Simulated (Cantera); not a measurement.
A Cantera script and what it prints.

```python
import numpy as np
import cantera as ct

gas_names = """
    F F2 N NF NF2 NF3 N2 Si SiF SiF2 SiF3 SiF4 SiN Si2 Si2N Si3
""".split()
cond_names = """
    Si(cr) Si(L) Si3N4(a)
""".split()


# ... load() reads the species with a 1 bar reference pressure and builds the phases ...
atoms = {
    'Si': {'Si': 1},
    'NF3': {'N': 1, 'F': 3},
    'N2': {'N': 2},
}
top_T = {'Si3N4(a)': 2400}  # K; cautious upper limits of use, not melting points


# ... equilibrate(T, P, feed) seeds the gas with the atoms and calls Mixture.equilibrate('TP', solver="vcs", rtol=1e-11, max_steps=5000) ...
results = []
feed = {'Si': 1, 'NF3': 4.7, 'N2': 29}  # mol
T = 1148  # K
P = 32000  # Pa
mix = equilibrate(T, P, feed)
results.append((T, P, feed, dict(zip(mix.species_names, mix.species_moles))))
print(gas.report(threshold=1e-06))
for i in range(1, mix.n_phases):
    print(f"{mix.phase(i).name:16s} {mix.phase_moles(i):12.5e} mol")
```

Output:

```
       temperature   1148 K
          pressure   32000 Pa
           density   0.097704 kg/m^3
  mean mol. weight   29.143 kg/kmol
   phase of matter   gas

                          1 kg             1 kmol
                     ---------------   ---------------
          enthalpy            -65485       -1.9085e+06  J
   internal energy         -3.93e+05       -1.1453e+07  J
           entropy            8477.7        2.4707e+05  J/K
    Gibbs function       -9.7979e+06       -2.8554e+08  J
 heat capacity c_p            1153.4             33613  J/K
 heat capacity c_v            868.06             25298  J/K

                      mass frac. Y      mole frac. X     chem. pot. / RT
                     ---------------   ---------------   ---------------
                 F          0.093787           0.14387           -15.474
                F2          0.069251          0.053115           -30.948
               NF2        3.3096e-06        1.8547e-06           -44.258
               NF3        0.00046818        0.00019217           -59.732
                N2           0.74785             0.778           -26.621
              SiF4          0.088638           0.02482           -214.46
     [  +10 minor]        4.0514e-11        3.5773e-11

Si(cr)            0.00000e+00 mol
Si3N4(a)          0.00000e+00 mol
```

Method: chemical equilibrium by Gibbs-energy minimisation in Cantera with the NASA 1993 tables (ideal gas, pure condensed phases).
